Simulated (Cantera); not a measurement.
An adiabatic, constant-volume homogeneous reactor starts with 15.9 % H2, 17.6 % O2, 66.3 % N2, 0.254 % NO, at 1748 K and 0.987 atm.

Computed with Cantera and GRI-Mech 3.0 (53 species, 325 reactions).

One state of this run: T (K) = 2749; P (bar) = 1.48; x H2 = 0.00725; x O2 = 0.0946; x NO = 0.00402; x N2 = 0.705; x N2O = 1.10e-6; x NO2 = 2.27e-6. x: mole fraction; the columns are a selection and need not sum to one.

Problem. Which value of t (s) does it belong to?
A) 0.000159
B) 1.00
C) 5.32e-5
D) 0.00141

Solution. A, 0.000159
